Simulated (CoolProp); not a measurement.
Vapour-liquid equilibrium of p-xylene (1) + n-nonane (2) at 253.05 °C; x and y are mole fractions of (1).

The numbers come from the multi-fluid Helmholtz-energy mixture model, Zhou 2012 and Lemmon 2006; pair parameters Bell 2016 in CoolProp.

```tsv
x	bubble pressure, mixture model (MPa)	bubble pressure, Raoult's law (MPa)	y, mixture model	y, Raoult's law
0.05	0.8466	0.8452	0.059	0.061
0.2	0.8791	0.8757	0.227	0.237
0.35	0.9097	0.9061	0.385	0.401
0.5	0.9392	0.9365	0.537	0.554
0.65	0.9682	0.9669	0.682	0.698
0.8	0.9975	0.9973	0.823	0.833
0.95	1.028	1.028	0.957	0.959
```

The largest gap from Raoult's law is +0.4 % in bubble pressure, at x = 0.35. No azeotrope shows between x = 0.05 and 0.95.

The pair parameters rest on a limited set of measurements; away from them the model extrapolates.
